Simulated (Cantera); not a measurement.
Input (Python, Cantera):

```python
import numpy as np
import cantera as ct

gas = ct.Solution("h2o2.yaml")
gas.TPX = 1375, 2666, {'H2': 0.014, 'O2': 1}
reactor = ct.IdealGasConstPressureReactor(gas, energy="off", clone=False)
net = ct.ReactorNet([reactor])
net.rtol, net.atol = 1e-08, 1e-18
show = ['H2', 'O2', 'H2O', 'O', 'OH', 'H2O2', 'H']
times = np.geomspace(9e-05, 20, 13)

steps = ct.SolutionArray(gas, extra=["t"])
rows = []
print(f"{'t/s':>10s}{'T/K':>9s}{'P/Pa':>11s}" + "".join(f"{s:>11s}" for s in show))
for t in times:
    while net.time < t:
        t_next = net.step()
        steps.append(gas.state, t=t_next)
    rows.append([np.interp(t, steps.t, y) for y in (steps.T, steps.P, *steps(*show).X.T)])
    print(f"{t:10.3e}{rows[-1][0]:9.1f}{rows[-1][1]:11.4g}" + "".join(f"{x:11.3e}" for x in rows[-1][2:]))
rate = np.gradient(steps.T, steps.t)
print("integrator steps:", len(steps.t))
if steps.T.max() > steps.T[0] + 200:
    print(f"time of steepest temperature rise: {steps.t[rate.argmax()]:.4e} s")
gas.TPX = 1375, 2666, {'H2': 0.014, 'O2': 1}
gas.equilibrate("TP")
print(f"equilibrium (TP): T = {gas.T:.1f} K  " + "  ".join(f"{s} {gas[s].X[0]:.3e}" for s in show))
```

Output:

```
       t/s      T/K       P/Pa         H2         O2        H2O          O         OH       H2O2          H
 9.000e-05   1375.0       2666  1.381e-02  9.862e-01  1.706e-08  4.684e-08  4.245e-08  1.505e-11  1.046e-08
 2.511e-04   1375.0       2666  1.381e-02  9.862e-01  2.461e-07  3.140e-07  2.647e-07  1.096e-10  4.408e-08
 7.004e-04   1375.0       2666  1.379e-02  9.862e-01  1.434e-05  1.300e-05  1.067e-05  7.335e-10  1.624e-06
 1.954e-03   1375.0       2666  1.242e-03  9.746e-01  1.069e-02  9.718e-03  2.909e-03  6.933e-08  8.345e-04
 5.451e-03   1375.0       2666  7.146e-05  9.738e-01  1.265e-02  1.129e-02  1.668e-03  3.016e-08  5.155e-04
 1.521e-02   1375.0       2666  6.299e-05  9.753e-01  1.276e-02  9.878e-03  1.568e-03  2.915e-08  4.233e-04
 4.243e-02   1375.0       2666  4.576e-05  9.783e-01  1.300e-02  7.070e-03  1.338e-03  2.645e-08  2.578e-04
 1.184e-01   1375.0       2666  2.260e-05  9.822e-01  1.334e-02  3.423e-03  9.428e-04  2.039e-08  8.759e-05
 3.302e-01   1375.0       2666  6.701e-06  9.848e-01  1.362e-02  9.979e-04  5.146e-04  1.151e-08  1.390e-05
 9.212e-01   1375.0       2666  1.379e-06  9.858e-01  1.378e-02  2.036e-04  2.340e-04  4.454e-09  1.289e-06
 2.570e+00   1375.0       2666  2.655e-07  9.860e-01  1.385e-02  3.911e-05  1.029e-04  1.332e-09  1.088e-07
 7.169e+00   1375.0       2666  6.215e-08  9.861e-01  1.388e-02  9.164e-06  4.984e-05  4.100e-10  1.235e-08
 2.000e+01   1375.0       2666  2.827e-08  9.861e-01  1.389e-02  4.176e-06  3.365e-05  2.234e-10  3.806e-09
integrator steps: 1661
equilibrium (TP): T = 1375.0 K  H2 2.637e-08  O2 9.861e-01  H2O 1.389e-02  O 3.896e-06  OH 3.251e-05  H2O2 2.127e-10  H 3.431e-09
```

Detailed kinetics in Cantera: the H2/O2 subset of GRI-Mech 3.0, which has no nitrogen chemistry. Radical loss at walls, strong at low pressure, is not modelled.
